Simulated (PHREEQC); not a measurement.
Solution (2.1 °C): 0.97 mmol/kgw LiOH, 0.79 mmol/kgw Na2SiO3 and 52 mmol/kgw K2CO3. Closed to the air; pH follows from the charge balance.

Model: ion-association model, phreeqc.dat, run in PHREEQC.

```tsv
quantity	before	after
pH	12.11	10.33
ionic strength (mol/kgw)	0.158	0.146
```

Question: What was changed between the two runs?
(A) temperature from 2.1 to 50 °C
(B) diluted 5-fold with water
(C) Na2SiO3 replaced by H4SiO4 at the same molality
(D) temperature from 2.1 to 45 °C
(E) temperature from 2.1 to 90 °C

Answer: E, temperature from 2.1 to 90 °C

Precipitation was switched off in this run. Constants without temperature data keep their 25 °C values here.
